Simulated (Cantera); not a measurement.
Cu + O₂ + N₂ (metals in furnace atmospheres)

Feed: 1 mol Cu, 0.0011 mol O₂, 80 mol N₂, held at 0.150 bar.

These are equilibrium values from Cantera (NASA tables, ideal gas, pure condensed phases), not measurements of a reactor. Candidate condensed phases: Cu, CuO, Cu₂O; 12 gas species. Mutual solubility and eutectic melting of coexisting phases are not modelled. The numbers say what is thermodynamically allowed, not how fast it happens.

From 875 K to 1250 K the condensed part is Cu(s) + Cu₂O(s). At 1325 K the condensed part is Cu(s). At 1400 K the condensed part is Cu(l).

| T (K) | log p N₂ | log p O₂ | log p Cu | log p NO | log p O | log p CuO | n Cu(s) | n Cu₂O(s) | n Cu(l) |
|---|---|---|---|---|---|---|---|---|---|
| 875 | -0.82 | -12.49 | <-12 | -11.45 | <-12 | <-12 | 0.996 | 0.00220 | 0 |
| 950 | -0.82 | -10.90 | -11.72 | -10.23 | <-12 | <-12 | 0.996 | 0.00220 | 0 |
| 1025 | -0.82 | -9.55 | -10.38 | -9.19 | <-12 | <-12 | 0.996 | 0.00220 | 0 |
| 1100 | -0.82 | -8.39 | -9.23 | -8.29 | -12.80 | <-12 | 0.996 | 0.00219 | 0 |
| 1175 | -0.82 | -7.38 | -8.22 | -7.50 | -11.52 | -12.30 | 0.996 | 0.00214 | 0 |
| 1250 | -0.82 | -6.49 | -7.33 | -6.82 | -10.41 | -11.06 | 0.996 | 0.00177 | 0 |
| 1325 | -0.82 | -5.75 | -6.55 | -6.23 | -9.44 | -9.98 | 1.000 | 0 | 0 |
| 1400 | -0.82 | -5.79 | -5.87 | -6.06 | -8.92 | -9.38 | 0 | 0 | 0.999 |
log p: log10 of the partial pressure in bar; n: condensed amount in mol.
